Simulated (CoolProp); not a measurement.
n-heptane along the isotherm 326.85 °C: density (kg/m³) from the reference equation and from simpler models built on Tc = 268.1 °C, pc = 27.74 bar, ω = 0.349; each cubic takes its own stable root.

Model: reference Helmholtz-energy equation of state, Span 2003, in CoolProp. It is a short technical equation, of lower accuracy than the large ones.

| p (bar) | phase | reference | ideal gas | van der Waals | Redlich-Kwong | Soave-Redlich-Kwong | Peng-Robinson |
|---|---|---|---|---|---|---|---|
| 2.97 | gas | 6.125 | 5.966 | 6.119 | 6.133 | 6.120 | 6.143 |
| 5.94 | gas | 12.60 | 11.93 | 12.58 | 12.63 | 12.57 | 12.67 |
| 8.92 | gas | 19.50 | 17.92 | 19.45 | 19.58 | 19.43 | 19.65 |
| 11.9 | gas | 26.86 | 23.90 | 26.79 | 27.01 | 26.71 | 27.13 |
| 14.9 | gas | 34.82 | 29.93 | 34.74 | 35.06 | 34.53 | 35.22 |
| 17.8 | gas | 43.13 | 35.75 | 43.07 | 43.50 | 42.64 | 43.67 |
| 20.8 | gas | 52.47 | 41.78 | 52.53 | 53.04 | 51.67 | 53.15 |
| 23.8 | gas | 62.73 | 47.80 | 63.10 | 63.59 | 61.47 | 63.51 |
| 26.7 | gas | 73.69 | 53.63 | 74.71 | 74.98 | 71.79 | 74.49 |
| 29.7 | supercritical | 86.34 | 59.66 | 88.76 | 88.32 | 83.50 | 87.02 |
| 32.7 | supercritical | 100.6 | 65.68 | 105.9 | 103.7 | 96.42 | 100.9 |
| 35.7 | supercritical | 116.7 | 71.71 | 127.6 | 121.6 | 110.7 | 116.4 |
| 38.6 | supercritical | 134.5 | 77.53 | 153.6 | 141.7 | 125.9 | 132.8 |
| 41.6 | supercritical | 155.4 | 83.56 | 180.1 | 164.8 | 142.9 | 151.2 |
